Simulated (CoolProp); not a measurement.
A simple Rankine cycle with chlorine: condensing at 312.15 K, boiler at 5.4 MPa, turbine inlet 398.6 K, turbine efficiency 0.8, pump efficiency 0.6, no recuperator. Each further row changes one setting.

Computed with CoolProp (reference Helmholtz-energy equation of state, Thol 2021).

```json
[
 {"case": "as stated", "thermal efficiency (%)": "12.8", "net work (kJ/kg)": "29.3", "heat in (kJ/kg)": "229", "turbine exit temperature (K)": "312.1", "volume ratio over the turbine": "4.48"},
 {"case": "turbine inlet 418.6 K", "thermal efficiency (%)": "13.3", "net work (kJ/kg)": "33.7", "heat in (kJ/kg)": "253", "turbine exit temperature (K)": "312.1", "volume ratio over the turbine": "4.05"},
 {"case": "condensing temperature 304.15 K", "thermal efficiency (%)": "14.0", "net work (kJ/kg)": "33.2", "heat in (kJ/kg)": "237", "turbine exit temperature (K)": "304.1", "volume ratio over the turbine": "5.40"},
 {"case": "boiler pressure 3.78 MPa", "thermal efficiency (%)": "11.0", "net work (kJ/kg)": "28.4", "heat in (kJ/kg)": "257", "turbine exit temperature (K)": "312.1", "volume ratio over the turbine": "2.86"},
 {"case": "turbine efficiency 0.7", "thermal efficiency (%)": "10.9", "net work (kJ/kg)": "24.9", "heat in (kJ/kg)": "229", "turbine exit temperature (K)": "312.1", "volume ratio over the turbine": "4.57"}
]
```

The expansion ends wet for: as stated; turbine inlet 418.6 K; condensing temperature 304.15 K; boiler pressure 3.78 MPa; turbine efficiency 0.7.
